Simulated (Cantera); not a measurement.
A Cantera script and what it prints.

```python
import numpy as np
import cantera as ct

gas_names = [...]  # 87 gases of nasa_gas.yaml made of C, H, Si
cond_names = """
    C(gr) C6H6(L) C7H8(L) C8H18(L),n-octa Si(cr) Si(L) SiC(b)
""".split()


# ... load() reads the species with a 1 bar reference pressure and builds the phases ...
atoms = {
    'Si(CH3)4': {'Si': 1, 'C': 4, 'H': 12},
    'CH4': {'C': 1, 'H': 4},
    'H2': {'H': 2},
}
top_T = {'C(gr)': 4500, 'SiC(b)': 3050}  # K; cautious upper limits of use, not melting points


# ... equilibrate(T, P, feed) seeds the gas with the atoms and calls Mixture.equilibrate('TP', solver="vcs", rtol=1e-11, max_steps=5000) ...
results = []
feed = {'Si(CH3)4': 1, 'CH4': 2.3, 'H2': 5}  # mol
T = 2475  # K
P = 23000  # Pa
mix = equilibrate(T, P, feed)
results.append((T, P, feed, dict(zip(mix.species_names, mix.species_moles))))
print(gas.report(threshold=1e-05))
for i in range(1, mix.n_phases):
    print(f"{mix.phase(i).name:16s} {mix.phase_moles(i):12.5e} mol")
```

Result:

```
       temperature   2475 K
          pressure   23000 Pa
           density   0.0026767 kg/m^3
  mean mol. weight   2.3948 kg/kmol
   phase of matter   gas

                          1 kg             1 kmol
                     ---------------   ---------------
          enthalpy        3.5144e+07        8.4164e+07  J
   internal energy        2.6551e+07        6.3586e+07  J
           entropy             87881        2.1046e+05  J/K
    Gibbs function       -1.8236e+08       -4.3672e+08  J
 heat capacity c_p             14797             35436  J/K
 heat capacity c_v             11325             27121  J/K

                      mass frac. Y      mole frac. X     chem. pot. / RT
                     ---------------   ---------------   ---------------
               CH3        0.00017431        2.7765e-05           -35.809
               CH4        0.00021242        3.1709e-05           -46.665
               C2H        0.00031456        3.0096e-05           -17.336
    C2H2,acetylene          0.099314         0.0091344           -28.192
              C4H2        0.00076625        3.6657e-05           -34.672
                 H          0.019137          0.045467           -10.856
                H2           0.79066           0.93924           -21.713
                Si           0.04524         0.0038577           -8.5401
              SiC2          0.020243        0.00093038           -15.019
               SiH         0.0059804        0.00049229           -19.396
              SiH2         0.0024887          0.000198           -30.253
               Si2         0.0005253        2.2396e-05            -17.08
              Si2C          0.014721        0.00051707            -20.32
     [  +74 minor]        0.00022121        1.7755e-05

C(gr)             5.06911e+00 mol
Si(L)             0.00000e+00 mol
SiC(b)            8.94658e-01 mol
```

Cantera equilibrium calculation (NASA polynomials, part measured and part estimated; ideal gas, pure solids and liquids). Gases not in the tables: Si2H6 and higher silanes.
